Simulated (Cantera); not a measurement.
# Premixed flame

A freely propagating, adiabatic, planar premixed flame of 7.84 % CH₄, 17.2 % O₂, 64.7 % N₂, 10.2 % CO₂, unburnt at 525 K and 0.132 atm; mixture-averaged transport, grid criteria slope 0.08 and curve 0.16, no radiation.

Detailed kinetics in Cantera: GRI-Mech 3.0 (53 species, 325 reactions). Burning velocities carry a grid error of a few per cent, more on coarse grids.

```csv
z (mm),T (K),u (m/s),x CH₄,x O₂,x CO₂,x N₂O,x HCO,x NO
-8.70,525,0.850,0.0783,0.172,0.102,<1e-8,<1e-8,<1e-8
-5.80,526,0.853,0.0781,0.172,0.102,<1e-8,<1e-8,<1e-8
-4.35,529,0.860,0.0777,0.172,0.102,<1e-8,<1e-8,<1e-8
-2.90,563,0.917,0.0750,0.169,0.101,<1e-8,<1e-8,2.70e-8
-1.45,838,1.38,0.0561,0.145,0.102,<1e-8,2.85e-7,3.30e-7
-0.725,1174,1.96,0.0320,0.112,0.105,<1e-8,8.26e-6,8.49e-7
0,1510,2.54,0.00804,0.0703,0.114,<1e-8,4.36e-5,1.84e-6
0.725,1638,2.75,0.000635,0.0468,0.123,1.38e-8,1.27e-5,3.01e-6
1.45,1664,2.79,2.70e-5,0.0392,0.131,1.77e-8,7.23e-7,3.71e-6
2.90,1689,2.82,7.98e-8,0.0356,0.139,1.94e-8,1.74e-8,4.43e-6
5.80,1722,2.87,<1e-8,0.0338,0.143,1.99e-8,1.17e-8,5.40e-6
11.6,1769,2.94,<1e-8,0.0320,0.146,2.12e-8,<1e-8,6.97e-6
23.2,1828,3.03,<1e-8,0.0297,0.150,2.34e-8,<1e-8,9.58e-6
```
x: mole fraction of selected species; z is measured from the peak of heat release.

The laminar burning velocity is 85.0 cm/s, the thermal thickness comes out as 2.90 mm and the peak x(HCO) is 4.39e-5. The grid points is 160.
